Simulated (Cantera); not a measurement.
A closed system holds: 1 mol CaCO₃, 0.24 mol C, 0.39 mol H₂O, equilibrated at 1873 K and 4880 Torr.

Equilibrium computed with Cantera from the NASA thermochemical tables; the gas is ideal and each condensed phase is pure. Candidate condensed phases: C, C₆H₆, C₇H₈, C₈H₁₈, Ca, CaCO₃, CaO, Ca(OH)₂, H₂O; 115 gas species. Rates play no part.

Base state: CO₂ 0.494, CO 0.267, H₂O 0.211, H₂ 0.0278, H 4.22e-5, OH 2.49e-5 (mole fractions); condensed: CaO(s).

Question: What changes in the equilibrium state with this change: CaCO₃ replaced by MgSO₄?

Answer: 
| species | before | after |
|---|---|---|
| SO₂ | 0 | 0.526 |
| H₂O | 0.211 | 0.206 |
| O₂ | 9.55e-8 | 0.136 |
| CO₂ | 0.494 | 0.127 |
| CO | 0.267 | 5.76e-5 |
| H₂ | 0.0278 | 2.28e-5 |
| SO₃ | 0 | 0.00406 |
| SO | 0 | 2.43e-5 |
| O | 2.87e-8 | 3.41e-5 |
| H | 4.22e-5 | 1.21e-6 |
| OH | 2.49e-5 | 0.000850 |
| CaO(s), mol | 1.000 | 0 |
| MgO(s), mol | 0 | 1.000 |
Further candidate phases: H₂SO₄, Mg, MgCO₃, MgO, Mg(OH)₂, MgS, MgSO₄, S.

Question: What changes in the equilibrium state with this change: temperature from 1873 K to 975 K?

Answer: 
```tsv
species	before	after
H₂	0.0278	0.338
H₂O	0.211	0.223
CO₂	0.494	0.178
CO	0.267	0.169
CH₄	<1e-9	0.0932
H	4.22e-5	<1e-9
OH	2.49e-5	<1e-9
CaO(s), mol	1.000	0
C(graphite), mol	0	0.0104
CaCO₃(calcite), mol	0	1.00
```
